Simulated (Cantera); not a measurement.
**Fe(CO)₅ + CO + N₂ (iron carbonyl, mercury and lead vapours)**

Input: 1 mol Fe(CO)₅, 0.097 mol CO, 0.47 mol N₂, equilibrated at 49.0 mbar.

Cantera equilibrium calculation (NASA polynomials, part measured and part estimated; ideal gas, pure solids and liquids). Candidate condensed phases: C, Fe, Fe(CO)₅, FeO, Fe₂O₃, Fe₃O₄; 27 gas species. Condensed phases not in the tables: cementite and carbon dissolved in iron. Kinetics and transport are ignored.

```json
[
 {"T (°C)": "900", "log p CO": "-1.35", "log p N₂": "-2.38", "log p CO₂": "-4.25", "log p Fe": "-10.71", "n C(graphite)": "0.00635", "n Fe(α)": "1.00", "n Fe(γ)": "0"},
 {"T (°C)": "925", "log p CO": "-1.35", "log p N₂": "-2.38", "log p CO₂": "-4.41", "log p Fe": "-10.33", "n C(graphite)": "0.00443", "n Fe(α)": "0", "n Fe(γ)": "1.00"},
 {"T (°C)": "950", "log p CO": "-1.35", "log p N₂": "-2.38", "log p CO₂": "-4.56", "log p Fe": "-9.98", "n C(graphite)": "0.00314", "n Fe(α)": "0", "n Fe(γ)": "1.00"},
 {"T (°C)": "975", "log p CO": "-1.35", "log p N₂": "-2.38", "log p CO₂": "-4.70", "log p Fe": "-9.63", "n C(graphite)": "0.00226", "n Fe(α)": "0", "n Fe(γ)": "1.00"},
 {"T (°C)": "1000", "log p CO": "-1.35", "log p N₂": "-2.38", "log p CO₂": "-4.84", "log p Fe": "-9.30", "n C(graphite)": "0.00164", "n Fe(α)": "0", "n Fe(γ)": "1.00"},
 {"T (°C)": "1025", "log p CO": "-1.35", "log p N₂": "-2.38", "log p CO₂": "-4.97", "log p Fe": "-8.99", "n C(graphite)": "0.00121", "n Fe(α)": "0", "n Fe(γ)": "1.00"},
 {"T (°C)": "1050", "log p CO": "-1.35", "log p N₂": "-2.38", "log p CO₂": "-5.10", "log p Fe": "-8.68", "n C(graphite)": "0.000903", "n Fe(α)": "0", "n Fe(γ)": "1.00"},
 {"T (°C)": "1075", "log p CO": "-1.35", "log p N₂": "-2.38", "log p CO₂": "-5.22", "log p Fe": "-8.39", "n C(graphite)": "0.000681", "n Fe(α)": "0", "n Fe(γ)": "1.00"},
 {"T (°C)": "1100", "log p CO": "-1.35", "log p N₂": "-2.38", "log p CO₂": "-5.34", "log p Fe": "-8.11", "n C(graphite)": "0.000520", "n Fe(α)": "0", "n Fe(γ)": "1.000"},
 {"T (°C)": "1125", "log p CO": "-1.35", "log p N₂": "-2.38", "log p CO₂": "-5.45", "log p Fe": "-7.84", "n C(graphite)": "0", "n Fe(α)": "0", "n Fe(γ)": "1.000"},
 {"T (°C)": "1150", "log p CO": "-1.35", "log p N₂": "-2.38", "log p CO₂": "-5.56", "log p Fe": "-7.57", "n C(graphite)": "0", "n Fe(α)": "0", "n Fe(γ)": "1.000"},
 {"T (°C)": "1175", "log p CO": "-1.35", "log p N₂": "-2.38", "log p CO₂": "-5.67", "log p Fe": "-7.32", "n C(graphite)": "0", "n Fe(α)": "0", "n Fe(γ)": "1.000"},
 {"T (°C)": "1200", "log p CO": "-1.35", "log p N₂": "-2.38", "log p CO₂": "-5.77", "log p Fe": "-7.08", "n C(graphite)": "0", "n Fe(α)": "0", "n Fe(γ)": "1.000"},
 {"T (°C)": "1225", "log p CO": "-1.35", "log p N₂": "-2.38", "log p CO₂": "-5.87", "log p Fe": "-6.84", "n C(graphite)": "0", "n Fe(α)": "0", "n Fe(γ)": "1.000"}
]
```
log p: log10 of the partial pressure in bar; n: condensed amount in mol.

At 900 °C the condensed part is C(graphite) + Fe(α). From 925 °C to 1100 °C the condensed part is C(graphite) + Fe(γ). From 1125 °C to 1225 °C the condensed part is Fe(γ).
